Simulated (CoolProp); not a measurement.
Values from CoolProp's reference Helmholtz-energy equation of state, de Reuck 1990.

Problem. Give the vapour pressure (MPa), vapour density (kg/m³), surface tension (mN/m) of saturated fluorine at 113.2 K.

Solution. 
```json
[
 {"T (K)": "113.2", "p (MPa)": "1.09", "vapour density (kg/m³)": "53.1", "surface tension (mN/m)": "6.16"}
]
```

Surface tension comes from a separate correlation (Mulero 2012).
